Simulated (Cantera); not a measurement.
A perfectly stirred reactor is fed with H2 : O2 = 0.048 : 1 (molar parts), at 0.00950 bar; it is held at 1225 K, and followed from long to short residence time.

Detailed kinetics in Cantera: GRI-Mech 3.0 (53 species, 325 reactions). Radical loss at walls, strong at low pressure, is not modelled. The temperature is held fixed by assumption; the heat of reaction is taken as removed at once.

What does this change do: temperature 1225 to 1425 K?


```tsv
quantity	before	after
x(H2) at τ = 3.30 s	9.91e-5	0.000111
x(O2) at τ = 3.30 s	0.950	0.948
x(O) at τ = 3.30 s	0.00248	0.00433
x(OH) at τ = 3.30 s	0.00103	0.00219
x(H2O) at τ = 3.30 s	0.0461	0.0454
x(H2) at τ = 83.0 ms	0.000788	0.000675
x(O2) at τ = 83.0 ms	0.933	0.925
x(O) at τ = 83.0 ms	0.0179	0.0248
x(OH) at τ = 83.0 ms	0.00285	0.00512
x(H2O) at τ = 83.0 ms	0.0426	0.0414
```

What does this change do: pressure from 0.00950 bar to 0.0200 bar?


| quantity | before | after |
|---|---|---|
| x(H2) at τ = 3.30 s | 9.91e-5 | 5.75e-5 |
| x(O2) at τ = 3.30 s | 0.950 | 0.952 |
| x(O) at τ = 3.30 s | 0.00248 | 0.000944 |
| x(OH) at τ = 3.30 s | 0.00103 | 0.000632 |
| x(H2O) at τ = 3.30 s | 0.0461 | 0.0465 |
| x(H2) at τ = 83.0 ms | 0.000788 | 0.000504 |
| x(O2) at τ = 83.0 ms | 0.933 | 0.943 |
| x(O) at τ = 83.0 ms | 0.0179 | 0.00896 |
| x(OH) at τ = 83.0 ms | 0.00285 | 0.00203 |
| x(H2O) at τ = 83.0 ms | 0.0426 | 0.0445 |
